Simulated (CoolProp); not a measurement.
The numbers come from the reference Helmholtz-energy equation of state, Setzmann 1991 in CoolProp.

Task: Give the vapour pressure (MPa), liquid cp (kJ/(kg K)), vapour Z, surface tension (mN/m) of saturated methane at -133.75, -128.95 °C.

Result: 
```
T (°C)   p (MPa)  liquid cp (kJ/(kg K))  vapour Z  surface tension (mN/m)
-------  -------  ---------------------  --------  ----------------------
-133.75    0.622                   3.80     0.873                    7.67
-128.95    0.792                   3.90     0.850                    6.81
```

Surface tension comes from a separate correlation (Mulero 2012).
